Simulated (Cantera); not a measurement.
Input: 1 mol SiO2, 1.6 mol C, 0.068 mol CO, at 10.0 mbar.

These are equilibrium values from Cantera (NASA tables, ideal gas, pure condensed phases), not measurements of a reactor. Candidate condensed phases: C, Si, SiC, SiO2; 20 gas species. Rates play no part.

Task: What share of the Si ends up in condensed phases as a function of T (°C), at 2052, 2077, 2102, 2127, 2152, 2177, 2202, 2227, 2252, 2277?

Result: 
```json
[
 {"T (°C)": "2052", "Si condensed (%)": "17.2", "as": "SiC(s)"},
 {"T (°C)": "2077", "Si condensed (%)": "13.3", "as": "SiC(s)"},
 {"T (°C)": "2102", "Si condensed (%)": "8.3", "as": "SiC(s)"},
 {"T (°C)": "2127", "Si condensed (%)": "2.1", "as": "SiC(s)"},
 {"T (°C)": "2152", "Si condensed (%)": "0.0", "as": "-"},
 {"T (°C)": "2177", "Si condensed (%)": "0.0", "as": "-"},
 {"T (°C)": "2202", "Si condensed (%)": "0.0", "as": "-"},
 {"T (°C)": "2227", "Si condensed (%)": "0.0", "as": "-"},
 {"T (°C)": "2252", "Si condensed (%)": "0.0", "as": "-"},
 {"T (°C)": "2277", "Si condensed (%)": "0.0", "as": "-"}
]
```
